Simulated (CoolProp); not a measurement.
Model: reference Helmholtz-energy equation of state, Thol 2016, in CoolProp.

Q: Give the vapour pressure (MPa), liquid density (kg/m³), vapour density (kg/m³), enthalpy of vaporisation (kJ/kg) of saturated hexamethyldisiloxane (MM) at 106.75, 163.15 °C.

A: 
| T (°C) | p (MPa) | liquid density (kg/m³) | vapour density (kg/m³) | enthalpy of vaporisation (kJ/kg) |
|---|---|---|---|---|
| 106.75 | 0.121 | 667 | 6.70 | 189 |
| 163.15 | 0.462 | 590 | 25.4 | 154 |
